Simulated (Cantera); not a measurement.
**Equilibrium for chlorosilane synthesis and conversion: SiCl₄ + Cl₂ + H₂**

Feed: 1 mol SiCl₄, 0.71 mol Cl₂, 0.37 mol H₂, at 0.220 bar.

Method: chemical equilibrium by Gibbs-energy minimisation in Cantera with the NASA 1993 tables (ideal gas, pure condensed phases). Candidate condensed phases: Si; 19 gas species. The tables' values for SiCl₃ are old estimates; treat these amounts as uncertain. The numbers say what is thermodynamically allowed, not how fast it happens.

From 623 K to 1723 K nothing is condensed. The main Si-bearing gas is SiCl₄ throughout.

| T (K) | x SiCl₄ | x HCl | x Cl₂ | x Cl | x SiCl₃ | x SiCl₂ | x H₂ |
|---|---|---|---|---|---|---|---|
| 623 | 0.481 | 0.356 | 0.163 | 4.18e-8 | <1e-12 | <1e-12 | <1e-12 |
| 723 | 0.481 | 0.356 | 0.163 | 1.12e-6 | <1e-12 | <1e-12 | <1e-12 |
| 823 | 0.481 | 0.356 | 0.163 | 1.36e-5 | 1.58e-12 | <1e-12 | <1e-12 |
| 923 | 0.481 | 0.356 | 0.163 | 9.63e-5 | 1.13e-10 | <1e-12 | 3.45e-12 |
| 1023 | 0.481 | 0.356 | 0.163 | 0.000468 | 3.50e-9 | <1e-12 | 3.82e-11 |
| 1123 | 0.480 | 0.355 | 0.162 | 0.00172 | 5.84e-8 | <1e-12 | 2.78e-10 |
| 1223 | 0.480 | 0.355 | 0.160 | 0.00511 | 6.14e-7 | 6.26e-12 | 1.47e-9 |
| 1323 | 0.478 | 0.353 | 0.156 | 0.0128 | 4.53e-6 | 2.35e-10 | 6.15e-9 |
| 1423 | 0.474 | 0.351 | 0.147 | 0.0277 | 2.54e-5 | 5.40e-9 | 2.16e-8 |
| 1523 | 0.468 | 0.346 | 0.133 | 0.0529 | 0.000116 | 8.59e-8 | 6.71e-8 |
| 1623 | 0.459 | 0.340 | 0.112 | 0.0895 | 0.000452 | 1.04e-6 | 1.94e-7 |
| 1723 | 0.446 | 0.331 | 0.0856 | 0.135 | 0.00157 | 1.04e-5 | 5.47e-7 |
x: gas mole fraction; nothing condenses.
